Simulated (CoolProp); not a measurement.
Vapour-liquid equilibrium of fluoroethane (R161) (1) + R227EA (2) at -43.15 °C; x and y are mole fractions of (1).

Model: multi-fluid Helmholtz-energy mixture model, Wu 2012 and Lemmon 2016; pair parameters Bell 2016, in CoolProp.

| x | bubble pressure, mixture model (MPa) | bubble pressure, Raoult's law (MPa) | y, mixture model | y, Raoult's law |
|---|---|---|---|---|
| 0.05 | 0.02732 | 0.02953 | 0.065 | 0.132 |
| 0.125 | 0.02844 | 0.03334 | 0.185 | 0.292 |
| 0.2 | 0.03040 | 0.03715 | 0.322 | 0.419 |
| 0.275 | 0.03323 | 0.04096 | 0.457 | 0.522 |
| 0.35 | 0.03682 | 0.04477 | 0.578 | 0.608 |
| 0.425 | 0.04103 | 0.04858 | 0.679 | 0.681 |
| 0.5 | 0.04567 | 0.05239 | 0.760 | 0.742 |
| 0.575 | 0.05055 | 0.05620 | 0.824 | 0.796 |
| 0.65 | 0.05552 | 0.06001 | 0.873 | 0.843 |
| 0.725 | 0.06046 | 0.06382 | 0.911 | 0.884 |
| 0.8 | 0.06532 | 0.06763 | 0.942 | 0.920 |
| 0.875 | 0.07006 | 0.07144 | 0.967 | 0.953 |
| 0.95 | 0.07472 | 0.07525 | 0.988 | 0.982 |

The largest gap from Raoult's law is -18.9 % in bubble pressure, at x = 0.275. No azeotrope shows between x = 0.05 and 0.95.

The pair parameters rest on a limited set of measurements; away from them the model extrapolates.
